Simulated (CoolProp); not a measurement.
Vapour pressure (MPa) of CH2F2 (R32): the reference equation beside estimates from Tc = 78.1 °C, pc = 5.783 MPa, ω = 0.277. Clausius-Clapeyron is anchored at 9.35 °C with a constant enthalpy of vaporisation of 15.61 kJ/mol.

Model: reference Helmholtz-energy equation of state, Tillner-Roth 1997, in CoolProp.

| T (°C) | reference | Clausius-Clapeyron | van der Waals | Redlich-Kwong | Soave-Redlich-Kwong | Peng-Robinson |
|---|---|---|---|---|---|---|
| -12.85 | 0.5272 | (withheld) | 1.541 | 0.8035 | 0.5320 | 0.5274 |
| -8.35 | 0.6167 | 0.6963 | 1.674 | (withheld) | (withheld) | 0.6177 |
| -3.95 | 0.7151 | 0.7818 | 1.812 | 1.040 | 0.7249 | 0.7170 |
| 0.45 | 0.8249 | 0.8746 | 1.957 | 1.173 | 0.8378 | 0.8279 |
| 4.85 | 0.9471 | 0.9750 | 2.109 | 1.317 | 0.9635 | 0.9515 |
| 9.35 | 1.086 | 1.086 | 2.272 | 1.477 | 1.106 | 1.092 |
| 13.75 | 1.236 | 1.202 | 2.439 | 1.645 | 1.260 | (withheld) |
| 18.15 | 1.400 | 1.327 | 2.613 | 1.827 | 1.430 | 1.411 |
| 22.55 | 1.581 | 1.461 | 2.795 | 2.022 | 1.616 | 1.594 |
| 27.05 | (withheld) | (withheld) | 2.989 | (withheld) | 1.824 | 1.800 |
| 31.45 | 2.001 | 1.758 | 3.186 | 2.457 | 2.046 | 2.019 |
| 35.85 | 2.237 | 1.920 | 3.392 | 2.695 | 2.287 | 2.259 |

Fill in the missing entries.


- -12.85, Clausius-Clapeyron: 0.6160
- -8.35, Redlich-Kwong: 0.9176
- -8.35, Soave-Redlich-Kwong: 0.6239
- 13.75, Peng-Robinson: 1.244
- 27.05, reference: 1.784
- 27.05, Clausius-Clapeyron: 1.606
- 27.05, Redlich-Kwong: 2.235

Absolute difference from the reference over all 12 rows, mean and median: Clausius-Clapeyron 8.3 and 8.5 %, van der Waals 110.5 and 103.3 %, Redlich-Kwong 35.3 and 34.5 %, Soave-Redlich-Kwong 1.8 and 1.9 %, Peng-Robinson 0.6 and 0.6 %.
